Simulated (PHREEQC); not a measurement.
**Brine (model solution)**

Make-up at 20 °C: 1.8 mol HCl, 0.071 mol CaCl2 and 0.00039 mol H4SiO4 per kg of water. Closed to the air; pH follows from the charge balance.

Equilibrium calculation in PHREEQC: Pitzer model, pitzer.dat.

Each row changes one thing in this solution. This is a speciation only: nothing precipitates in the calculation.

| case | pH | SI of SiO2(a) (SiO2) |
|---|---|---|
| as made | -0.50 | -0.62 |
| HCl from 1.8 to 1.62 mol/kgw | -0.41 | -0.63 |
| temperature from 20 to 30 °C | [?] | -0.71 |
| HCl replaced by NaCl at the same molality | [?] | [?] |
| CaCl2 from 0.071 to 0.0071 mol/kgw | -0.48 | [?] |
| HCl from 1.8 to 0.36 mol/kgw | 0.50 | -0.67 |
| temperature from 20 to 10 °C | -0.53 | -0.52 |

Q: What belongs in the gaps?

A: 
- temperature from 20 to 30 °C, pH: -0.47
- HCl replaced by NaCl at the same molality, pH: 6.29
- HCl replaced by NaCl at the same molality, SI of SiO2(a) (SiO2): -0.54
- CaCl2 from 0.071 to 0.0071 mol/kgw, SI of SiO2(a) (SiO2): -0.64

In brines, pH and single-ion activities rest on the MacInnes convention. Away from 25 °C the constants follow the database's enthalpies or fits; those with neither stay at their 25 °C values.
